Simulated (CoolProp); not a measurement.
Vapour-liquid equilibrium of n-pentane (1) + toluene (2) at 340.7 K; x and y are mole fractions of (1).

Computed with CoolProp (multi-fluid Helmholtz-energy mixture model, Thol 2019 and Lemmon 2006; pair parameters Bell 2016).

```tsv
x	bubble pressure (MPa)	y at the bubble point	dew pressure at overall composition x (MPa)	liquid density (mol/L)
0.05	0.04277	0.442	0.02606	8.882
0.125	0.06704	0.666	0.02817	8.823
0.2	0.08867	0.764	…	…
0.275	0.1082	0.819	0.03359	8.701
0.35	0.1261	0.857	…	8.637
0.425	0.1429	0.884	0.04159	8.571
0.5	0.1588	0.905	0.04719	8.502
0.575	0.1741	0.923	0.05451	8.432
0.65	0.1893	0.938	0.06446	8.359
0.725	0.2046	0.953	0.07871	8.284
0.8	0.2202	0.966	0.1006	8.207
0.875	0.2364	0.979	0.1371	8.126
0.95	0.2534	0.991	0.2017	8.043
```

Question: Complete the blanks.

Answer: 
- 0.2, dew pressure at overall composition x (MPa): 0.03064
- 0.2, liquid density (mol/L): 8.763
- 0.35, dew pressure at overall composition x (MPa): 0.03717

No azeotrope shows between x = 0.05 and 0.95.

The pair parameters rest on a limited set of measurements; away from them the model extrapolates.
